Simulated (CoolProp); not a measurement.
Vapour-liquid equilibrium of n-hexane (1) + m-xylene (2) at 54.65 °C; x and y are mole fractions of (1).

Computed with CoolProp (multi-fluid Helmholtz-energy mixture model, Thol 2019 and Zhou 2012; pair parameters Bell 2016).

| x | bubble pressure, mixture model (MPa) | bubble pressure, Raoult's law (MPa) | y, mixture model | y, Raoult's law |
|---|---|---|---|---|
| 0.05 | ___ | 0.008103 | 0.412 | 0.393 |
| 0.2 | 0.01942 | 0.01688 | 0.787 | 0.755 |
| 0.35 | ___ | 0.02566 | 0.889 | 0.869 |
| 0.5 | ___ | 0.03444 | 0.932 | 0.925 |
| 0.65 | 0.04761 | 0.04322 | 0.956 | 0.958 |
| 0.8 | 0.05416 | 0.05200 | 0.973 | 0.980 |
| 0.95 | 0.06106 | 0.06077 | ___ | 0.996 |

Complete the blanks.


- 0.05, bubble pressure, mixture model (MPa): 0.008372
- 0.35, bubble pressure, mixture model (MPa): 0.03055
- 0.5, bubble pressure, mixture model (MPa): 0.04003
- 0.95, y, mixture model: 0.992

The largest gap from Raoult's law is +19.1 % in bubble pressure, at x = 0.35. No azeotrope shows between x = 0.05 and 0.95.

The pair parameters rest on a limited set of measurements; away from them the model extrapolates.
